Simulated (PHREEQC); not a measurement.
Make-up at 20 °C: 2.8 mmol/kgw MnSO4. Closed to the air; pH follows from the charge balance.

Computed with PHREEQC (ion-association model, phreeqc.dat).

Precipitation was switched off in this run.

Question: Estimate the pH.

Answer: pH 6.76.

Question: In which forms is Mn present?

Answer: Mn+2 85 %, MnSO4 15 % of the Mn.
